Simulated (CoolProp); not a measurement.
Vapour-liquid equilibrium of carbon dioxide (1) + n-pentane (2) at 256.3 K; x and y are mole fractions of (1).

Computed with CoolProp (multi-fluid Helmholtz-energy mixture model, Span 1996 and Thol 2019; pair parameters Kunz 2012).

Problem. Give the bubble pressure and the first vapour's composition at x = 0.275, 0.5, 0.65. Is there an azeotrope?

Solution. x = 0.275: 0.8717 MPa, y = 0.987; x = 0.5: 1.340 MPa, y = 0.992; x = 0.65: 1.530 MPa, y = 0.993. No azeotrope shows between x = 0.05 and 0.95.

The pair parameters rest on a limited set of measurements; away from them the model extrapolates. The gap from Raoult's law changes sign with composition, which may be real or a fault of the pair parameters; it wasn't checked against measurements.
